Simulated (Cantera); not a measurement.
Charge: 1 mol Si, 0.15 mol H2O, 220 mol H2, held at 1527 °C and 13.3 mbar.

Cantera equilibrium calculation (NASA polynomials, part measured and part estimated; ideal gas, pure solids and liquids). Candidate condensed phases: H2O, Si, SiO2; 18 gas species. Gases not in the tables: Si2H6 and higher silanes. The numbers say what is thermodynamically allowed, not how fast it happens.

Base state: H2 0.996, H 0.00309, SiO 0.000680, Si 0.000238, SiH 3.13e-5, SiH2 2.98e-5 (mole fractions); condensed: Si(l).

What changes in the equilibrium state with this change: Si replaced by SiC?


```json
[
 {"species": "H2", "before": "0.996", "after": "0.996"},
 {"species": "H", "before": "0.00309", "after": "0.00309"},
 {"species": "CO", "before": "0", "after": "0.000381"},
 {"species": "SiO", "before": "0.000680", "after": "0.000298"},
 {"species": "Si", "before": "0.000238", "after": "6.81e-5"},
 {"species": "SiH", "before": "3.13e-5", "after": "8.95e-6"},
 {"species": "Si(l), mol", "before": "0.783", "after": "0"},
 {"species": "SiC(s), mol", "before": "0", "after": "0.915"}
]
```
Further candidate phases: C, C6H6, C7H8, C8H18, SiC.
